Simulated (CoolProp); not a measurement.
Computed with CoolProp (reference Helmholtz-energy equation of state, Aleksandrov 2011). It is a short technical equation, of lower accuracy than the large ones.

Q: Give the vapour pressure (MPa), liquid cp (kJ/(kg K)), vapour Z, surface tension (mN/m) of saturated n-undecane at 504, 550.1 K.

A: 
```csv
T (K),p (MPa),liquid cp (kJ/(kg K)),vapour Z,surface tension (mN/m)
504,0.223,3.04,0.881,7.13
550.1,0.528,3.27,0.783,4.10
```

Surface tension comes from a separate correlation (Mulero 2014).
